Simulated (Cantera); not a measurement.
A closed system holds: 1 mol Si, 0.43 mol O2, 99 mol H2, equilibrated at 10.0 mbar.

Equilibrium computed with Cantera from the NASA thermochemical tables; the gas is ideal and each condensed phase is pure. Candidate condensed phases: H2O, Si, SiO2; 18 gas species. Mutual solubility and eutectic melting of coexisting phases are not modelled. The tables hold silica as quartz up to 1696 K and as liquid above; real silica turns to tridymite and cristobalite and melts near 1996 K. Gases not in the tables: Si2H6 and higher silanes. Rates play no part.

**Question.** What share of the Si ends up in condensed phases as a function of T (°C), at 727, 827, 927, 1027, 1127, 1227, 1327, 1427, 1527, 1627?

**Answer.** 
```tsv
T (°C)	Si condensed (%)	as
727	100.0	Si(s) + SiO2(β-quartz)
827	100.0	Si(s) + SiO2(β-quartz)
927	99.5	Si(s) + SiO2(β-quartz)
1027	92.5	Si(s) + SiO2(β-quartz)
1127	26.9	Si(s) + SiO2(β-quartz)
1227	14.0	Si(s)
1327	13.8	Si(s)
1427	13.1	Si(l)
1527	10.1	Si(l)
1627	0.0	-
```
